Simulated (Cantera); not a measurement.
Feed: 1 mol Si, 1.9 mol H₂, 4.8 mol HCl, held at 752 °C and 13300 Pa.

Method: chemical equilibrium by Gibbs-energy minimisation in Cantera with the NASA 1993 tables (ideal gas, pure condensed phases). Candidate condensed phases: Si; 19 gas species. The tables' values for SiCl₃ are old estimates; treat these amounts as uncertain. Kinetics and transport are ignored.

Base state: H₂ 0.677, SiCl₄ 0.168, HCl 0.148, SiHCl₃ 0.00663, SiCl₃ 0.000525, SiCl₂ 3.43e-5, SiH₂Cl₂ 2.90e-5 (mole fractions); condensed: gas only.

Task: What changes in the equilibrium state with this change: HCl from 4.8 to 1.7 mol?

Result: 
```json
[
 {"species": "H₂", "before": "0.677", "after": "0.839"},
 {"species": "SiCl₄", "before": "0.168", "after": "0.101"},
 {"species": "SiHCl₃", "before": "0.00663", "after": "0.0323"},
 {"species": "HCl", "before": "0.148", "after": "0.0226"},
 {"species": "SiH₃Cl", "before": "3.27e-8", "after": "1.04e-5"},
 {"species": "SiH₂Cl₂", "before": "2.90e-5", "after": "0.00114"},
 {"species": "SiCl₂", "before": "3.43e-5", "after": "0.00109"},
 {"species": "SiCl₃", "before": "0.000525", "after": "0.00230"},
 {"species": "Si(s), mol", "before": "0", "after": "0.562"}
]
```
